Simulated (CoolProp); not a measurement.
n-nonane at 395.15 K and 0.0102 MPa flows at 3.3 m/s in a round tube of 100 mm bore and 0.25 µm roughness, fully developed (64/Re and Nu = 3.66 if laminar; Colebrook and Gnielinski if turbulent). Each further row changes one setting.

The numbers come from the reference Helmholtz-energy equation of state, Lemmon 2006 in CoolProp. It is a short technical equation, of lower accuracy than the large ones.

| case | Reynolds number | Darcy friction factor | pressure drop (Pa/m) | heat-transfer coefficient (W/(m² K)) | mass flow (kg/h) |
|---|---|---|---|---|---|
| as stated | ___ | ___ | ___ | ___ | 37.4 |
| velocity 6.6 m/s | 37100 | 0.0224 | 1.95 | ___ | ___ |
| diameter 200 mm | 37100 | 0.0224 | ___ | 8.19 | ___ |

Problem. Some entries are withheld; supply them.

Solution. 
- as stated, Reynolds number: 18600
- as stated, Darcy friction factor: 0.0264
- as stated, pressure drop (Pa/m): 0.576
- as stated, heat-transfer coefficient (W/(m² K)): 9.47
- velocity 6.6 m/s, heat-transfer coefficient (W/(m² K)): 16.4
- velocity 6.6 m/s, mass flow (kg/h): 74.8
- diameter 200 mm, pressure drop (Pa/m): 0.244
- diameter 200 mm, mass flow (kg/h): 150

Viscosity comes from a separate model (Huber 2004). Thermal conductivity comes from a separate model (Huber 2005).
